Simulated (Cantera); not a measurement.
A closed system holds: 1 mol Si2Cl6, 0.098 mol HCl, 200 mol H2, at 1125 K.

Cantera equilibrium calculation (NASA polynomials, part measured and part estimated; ideal gas, pure solids and liquids). Candidate condensed phases: Si; 19 gas species. The feed counts by its element totals alone. The tables' values for SiCl3 are old estimates; treat these amounts as uncertain. Equilibrium is a limit: real reactors are often held back by kinetics, nucleation or transport.

### Question
At 3.00 mbar, list the 4 most abundant gas species with their mole fractions, and the condensed phases.

### Answer
H2 0.972, HCl 0.0258, SiCl2 0.00145, SiCl4 0.000153. Condensed: Si(s).
